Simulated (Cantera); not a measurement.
What does this Cantera script print?

```python
import numpy as np
import cantera as ct

surf = ct.Interface("ptcombust.yaml", "Pt_surf")
gas = surf.adjacent["gas"]
gas.TPX = 500, 100000, {'H2': 0.014, 'O2': 0.14, 'N2': 0.79, 'H2O': 0.008}
surf.TP = 500, 100000
reactor = ct.FlowReactor(gas, clone=False)
reactor.area = 0.0001  # m2
reactor.surface_area_to_volume_ratio = 480  # 1/m
reactor.mass_flow_rate = 1.5 * reactor.area * gas.density  # inlet velocity 1.5 m/s
reactor.energy_enabled = False
wall = ct.ReactorSurface(surf, reactor, clone=False)
net = ct.ReactorNet([reactor])
net.rtol, net.atol = 1e-8, 1e-16
show, cover = ['H2', 'O2', 'H2O'], ['PT(S)', 'H(S)', 'O(S)', 'OH(S)', 'CO(S)', 'C(S)']

rows = []
print(f"{'z/m':>9s}{'u/(m/s)':>9s}" + "".join(f"{s:>13s}" for s in show + cover))
for z in [6.9e-05, 0.00012, 0.00019, 0.00032, 0.00053, 0.00089, 0.0015, 0.0025, 0.0041, 0.0069]:
    net.advance(z)
    rows.append([reactor.speed, *gas[show].X, *surf[cover].coverages])
    print(f"{z:9.4g}{rows[-1][0]:9.3g}" + "".join(f"{x:13.4e}" for x in rows[-1][1:]))
```

Result:

```
      z/m  u/(m/s)           H2           O2          H2O        PT(S)         H(S)         O(S)        OH(S)        CO(S)         C(S)
  6.9e-05      1.5   1.3531e-02   1.4655e-01   9.5924e-03   1.3531e-01   1.7030e-07   8.1293e-01   5.1416e-02   5.0899e-27  -1.1068e-30
  0.00012      1.5   1.2773e-02   1.4623e-01   1.0359e-02   1.2802e-01   1.5078e-07   8.2061e-01   5.1026e-02   1.3742e-25   2.0863e-30
  0.00019      1.5   1.1859e-02   1.4584e-01   1.1283e-02   1.1918e-01   1.2895e-07   8.3007e-01   5.0418e-02  -1.1198e-25  -1.7534e-30
  0.00032      1.5   1.0462e-02   1.4524e-01   1.2697e-02   1.0558e-01   9.9155e-08   8.4493e-01   4.9169e-02  -3.4411e-24  -1.4598e-28
  0.00053      1.5   8.7807e-03   1.4451e-01   1.4398e-02   8.9053e-02   6.8837e-08   8.6358e-01   4.7072e-02  -5.4984e-25  -3.2997e-29
  0.00089     1.49   6.8734e-03   1.4369e-01   1.6327e-02   7.0107e-02   4.1490e-08   8.8592e-01   4.3721e-02  -2.1047e-23  -2.8781e-28
   0.0015     1.49   5.0138e-03   1.4289e-01   1.8208e-02   5.1426e-02   2.1730e-08   9.0926e-01   3.9114e-02  -2.5841e-22  -1.0152e-26
   0.0025     1.49   3.4661e-03   1.4223e-01   1.9774e-02   3.5717e-02   1.0255e-08   9.3035e-01   3.3786e-02   1.7235e-25   1.6182e-30
   0.0041     1.49   2.3160e-03   1.4174e-01   2.0937e-02   2.3949e-02   4.5420e-09   9.4753e-01   2.8413e-02  -5.4413e-27  -6.6270e-31
   0.0069     1.49   1.4631e-03   1.4137e-01   2.1800e-02   1.5169e-02   1.8062e-09   9.6169e-01   2.3072e-02  -8.3159e-25  -3.9267e-29
```

Detailed kinetics in Cantera: Deutschmann's 1995 Pt surface mechanism with GRI-Mech 3.0 gas chemistry. Catalytic surfaces can have several steady states; this one follows from the mechanism file's or the stated starting coverage. Mass transfer to the wall is taken as infinitely fast.
